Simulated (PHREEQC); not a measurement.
Solution (25 °C): 2.3 mmol/kgw HF and 3.4 mmol/kgw H2SiF6. Closed to the air; pH follows from the charge balance.

All values are PHREEQC results (ion-association model, wateq4f.dat), not measurements.

This is a speciation only: nothing precipitates in the calculation.

What pH, ionic strength does the model give?

pH 2.22; ionic strength 0.00976 mol/kgw.

In which forms is F present?

SiF6-2 82 %, HF 16 %, F- 1.9 % of the F.

Saturation is exceeded, for instance for Quartz (slow to form); the values hold only as long as no solid forms. Species that the database lacks are ignored. SiF6-2 is the database's only silicon fluoride.
